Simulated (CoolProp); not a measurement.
Saturated liquid density (kg/m³) of methanol: the reference equation beside estimates from Tc = 513.4 K, pc = 8.216 MPa, ω = 0.565. Rackett uses Z = 0.29056 − 0.08775 ω.

Values from CoolProp's reference Helmholtz-energy equation of state, de Reuck 1993.

```csv
T (K),reference,Rackett,van der Waals,Soave-Redlich-Kwong,Peng-Robinson
278.5,804.6,798.7,394.5,619.0,695.6
283.2,800.2,793.5,392.3,616.0,692.5
287.9,795.8,788.2,390.0,613.0,689.3
292.5,791.5,783.0,387.8,609.9,686.0
297.2,787.1,777.7,385.5,606.7,682.7
301.9,782.7,772.3,383.2,603.5,679.2
306.6,778.3,766.9,380.9,600.1,675.6
311.2,773.9,761.5,378.6,596.7,672.0
315.9,769.5,755.9,376.1,593.2,668.3
320.6,765.0,750.3,373.7,589.6,664.4
325.2,760.5,744.8,371.3,586.0,660.5
```

Absolute difference from the reference over all 11 rows, mean and median: Rackett 1.4 and 1.3 %, van der Waals 51.1 and 51.0 %, Soave-Redlich-Kwong 22.9 and 22.9 %, Peng-Robinson 13.3 and 13.2 %.
